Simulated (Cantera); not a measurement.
## Thermodynamics of calcination and drying, feed MgCO3 + H2

Feed: 1 mol MgCO3, 0.14 mol H2, at 0.750 bar.

Method: chemical equilibrium by Gibbs-energy minimisation in Cantera with the NASA 1993 tables (ideal gas, pure condensed phases). Candidate condensed phases: C, C6H6, C7H8, C8H18, H2O, Mg, MgCO3, MgO, Mg(OH)2; 116 gas species. The numbers say what is thermodynamically allowed, not how fast it happens.

| T (K) | x CO2 | x CO | x H2O | x H2 | n MgO(s) |
|---|---|---|---|---|---|
| 2000 | 0.758 | 0.119 | 0.118 | 0.00406 | 1.000 |
| 2025 | 0.758 | 0.119 | 0.118 | 0.00399 | 1.000 |
| 2050 | 0.757 | 0.119 | 0.118 | 0.00392 | 1.000 |
| 2075 | 0.757 | 0.120 | 0.118 | 0.00386 | 1.000 |
| 2100 | 0.756 | 0.120 | 0.118 | 0.00380 | 1.000 |
| 2125 | 0.755 | 0.121 | 0.118 | 0.00375 | 1.000 |
| 2150 | 0.754 | 0.121 | 0.118 | 0.00371 | 1.000 |
| 2175 | 0.753 | 0.122 | 0.118 | 0.00368 | 1.000 |
| 2200 | 0.751 | 0.123 | 0.118 | 0.00365 | 1.000 |
x: gas mole fraction; n: condensed amount in mol.

From 2000 K to 2200 K the condensed part is MgO(s). The main Mg-bearing gas is Mg(OH)2 throughout.
